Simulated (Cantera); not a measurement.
# B + H₂O (boron, boron nitride and boron oxide)

Feed: 1 mol B, 0.95 mol H₂O, held at 1.33 mbar.

Cantera equilibrium calculation (NASA polynomials, part measured and part estimated; ideal gas, pure solids and liquids). Candidate condensed phases: B, B₂O₃, B₃O₃H₃, H₂O; 23 gas species. The tables' values for BH₂ are old estimates; treat these amounts as uncertain. The numbers say what is thermodynamically allowed, not how fast it happens.

```csv
T (K),x H₂,x B₂O₂,x HBO,x BO,x H,x B₂O₃,n B(s)
1748,0.574,0.209,0.169,0.0264,0.00474,0.0150,0.0735
1773,0.569,0.207,0.171,0.0325,0.00588,0.0128,0.0700
1798,0.564,0.203,0.173,0.0397,0.00724,0.0109,0.0670
1823,0.559,0.199,0.175,0.0482,0.00887,0.00919,0.0643
1848,0.553,0.194,0.175,0.0579,0.0108,0.00775,0.0618
1873,0.547,0.188,0.175,0.0690,0.0131,0.00650,0.0596
1898,0.540,0.181,0.175,0.0816,0.0157,0.00542,0.0576
1923,0.533,0.173,0.173,0.0957,0.0188,0.00449,0.0557
1948,0.526,0.164,0.171,0.111,0.0224,0.00368,0.0539
1973,0.518,0.154,0.168,0.128,0.0266,0.00300,0.0522
```
x: gas mole fraction; n: condensed amount in mol.

From 1748 K to 1973 K the condensed part is B(s). The main B-bearing gas is B₂O₂ throughout. The share of B in condensed phases is highest at 1748 K (7.3 %) and lowest at 1973 K (5.2 %).
